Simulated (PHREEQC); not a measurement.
PHREEQC input (ion-association model, wateq4f.dat):

```
SOLUTION_MASTER_SPECIES
  An  An-  0  An  62.0  # stands for a non-complexing anion
SOLUTION_SPECIES
  An- = An-
    -log_k 0
    -gamma 3.0 0
PHASES
  Fix_H+
    H+ = H+
    -log_k 0
SOLUTION 1
  temp 25
  units mmol/kgw
  pH 7 charge
  S(6) 0.0072
  Zn 0.0072
  Na 5
  An 5
END
SELECTED_OUTPUT 1
  -reset false
  -pH true
  -pe true
  -ionic_strength true
  -water true
  -totals Na S Zn S(-2) S(6)
  -molalities Hfo_wOH Hfo_wOH2+ Hfo_wO- Hfo_sOH Hfo_sOH2+ Hfo_sO- Hfo_sOZn+ Hfo_wOZn+ Hfo_wSO4- Hfo_wOHSO4-2
  -saturation_indices Zn(OH)2-e Zn4(OH)6SO4 Mirabilite Goslarite
USER_PUNCH 1
  -headings sigma psi
  10 PUNCH EDL("sigma", "Hfo"), EDL("psi", "Hfo")
PRINT
  -reset false
USE solution 1
SURFACE 1
  Hfo_wOH 0.000164045 600 0.073
  Hfo_sOH 4.10112e-06
EQUILIBRIUM_PHASES 1
  Fix_H+ -3 HAn 10
    -force_equality true
  O2(g) -0.68 10
END
# ... the last block is repeated for the other 16 points of pH, with NaOH or the acid as the point needs
```

Selected output (columns that matter, 9 of 17 rows; pH added in front):

```
pH	mu	Na	S	Zn	m_Hfo_wOH	m_Hfo_wOH2+	m_Hfo_wO-	m_Hfo_sOH	si_Zn(OH)2-e	si_Zn4(OH)6SO4	si_Mirabilite	si_Goslarite	sigma	psi
3	0.0061624	0.005	1.4655e-09	7.2e-06	2.4707e-05	0.00013203	1.0591e-07	6.4601e-07	-10.781	-40.541	-12.576	-12.338	0.27807	0.21072
3.75	0.0052564	0.005	3.5071e-09	7.1998e-06	5.857e-05	9.7472e-05	8.0624e-07	1.5313e-06	-9.2723	-35.59	-12.157	-11.914	0.19403	0.19633
4.5	0.0050824	0.005	2.0618e-08	7.1951e-06	8.7259e-05	6.7003e-05	2.6033e-06	2.2787e-06	-7.7707	-30.308	-11.38	-11.137	0.11836	0.17183
5.25	0.0050423	0.005	1.9923e-07	7.0963e-06	0.00010502	4.6599e-05	5.4221e-06	2.676e-06	-6.2763	-24.844	-10.393	-10.156	0.065214	0.14155
6	0.0050281	0.005	1.8882e-06	5.8436e-06	0.00011628	3.2996e-05	9.3868e-06	2.0668e-06	-4.8609	-19.706	-9.4163	-9.2633	0.033977	0.10867
6.75	0.0050187	0.005	5.8604e-06	2.9905e-06	0.00012388	2.2115e-05	1.5897e-05	5.4051e-07	-3.6538	-15.885	-8.9241	-9.0641	0.017372	0.076212
7.5	0.0050203	0.0050106	7.1156e-06	4.4765e-07	0.00012353	1.7034e-05	2.0521e-05	1.741e-07	-2.9923	-14.655	-8.8379	-9.8182	0.0068232	0.038477
8.25	0.0050234	0.0050165	7.1967e-06	2.5191e-08	0.00012285	1.5261e-05	2.2656e-05	1.5325e-07	-2.8886	-15.735	-8.832	-11.21	-0.0005192	-0.0032063
9	0.005034	0.005029	7.1999e-06	6.8727e-09	0.00012218	1.3814e-05	2.4757e-05	1.5165e-07	-2.8431	-17.053	-8.8298	-12.664	-0.0082935	-0.045154
```

The oxide is taken as insoluble; below pH 4 it would dissolve.
